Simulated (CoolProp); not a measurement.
The numbers come from the reference Helmholtz-energy equation of state, Setzmann 1991 in CoolProp.

Task: Give the vapour pressure (bar), vapour density (kg/m³), enthalpy of vaporisation (kJ/kg), surface tension (mN/m) of saturated methane at 159.1, 172.8, 174.8 K.

Result: 
```json
[
 {"T (K)": "159.1", "p (bar)": "15.4", "vapour density (kg/m³)": "24.4", "enthalpy of vaporisation (kJ/kg)": "376", "surface tension (mN/m)": "4.24"},
 {"T (K)": "172.8", "p (bar)": "25.7", "vapour density (kg/m³)": "44.0", "enthalpy of vaporisation (kJ/kg)": "303", "surface tension (mN/m)": "2.10"},
 {"T (K)": "174.8", "p (bar)": "27.6", "vapour density (kg/m³)": "48.1", "enthalpy of vaporisation (kJ/kg)": "289", "surface tension (mN/m)": "1.81"}
]
```

Surface tension comes from a separate correlation (Mulero 2012).
